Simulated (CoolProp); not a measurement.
Benzene at 394.69 K and 1.3 MPa flows at 21 m/s in a round tube of 1 mm bore and 45 µm roughness, fully developed (64/Re and Nu = 3.66 if laminar; Colebrook and Gnielinski if turbulent). Each further row changes one setting.

The numbers come from the reference Helmholtz-energy equation of state, Thol 2012 in CoolProp.

```
case             Reynolds number  Darcy friction factor  pressure drop (Pa/m)  heat-transfer coefficient (W/(m² K))  mass flow (kg/h)
---------------  ---------------  ---------------------  --------------------  ------------------------------------  ----------------
as stated                  72500                 0.0685                1.16e7                                 98900              45.5
velocity 42 m/s           145000                 0.0683                4.62e7                                199000              91.1
diameter 2 mm             145000                 0.0512               4330000                                 81500               182
```

Viscosity comes from a separate model (Avgeri 2014). Thermal conductivity comes from a separate model (Assael 2012).
